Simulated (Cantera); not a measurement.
Input: 1 mol SiC, 0.14 mol N2O, 32 mol H2, equilibrated at 725 °C and 10.0 mbar.

Equilibrium computed with Cantera from the NASA thermochemical tables; the gas is ideal and each condensed phase is pure. Candidate condensed phases: C, C6H6, C7H8, C8H18, H2O, Si, SiC, SiO2, Si2N2O, Si3N4; 151 gas species. Rates play no part.

Base state: H2 0.999, CH4 0.000974 (mole fractions); condensed: C(graphite) + SiC(s) + Si2N2O(s).

Problem. What changes in the equilibrium state with this change: temperature from 725 °C to 1027 °C?

Solution. 
```
species             before    after
----------------  --------  -------
H2                   0.999    0.995
CO                 1.96e-7  0.00265
N2                 1.94e-7  0.00265
HCN                2.21e-9  1.06e-5
H                  2.15e-8  1.10e-5
CH4               0.000974  7.78e-5
C(graphite), mol     0.249   0.0209
SiC(s), mol          0.720    0.891
Si2N2O(s), mol       0.140   0.0546
```
Mutual solubility and eutectic melting of coexisting phases are not modelled.
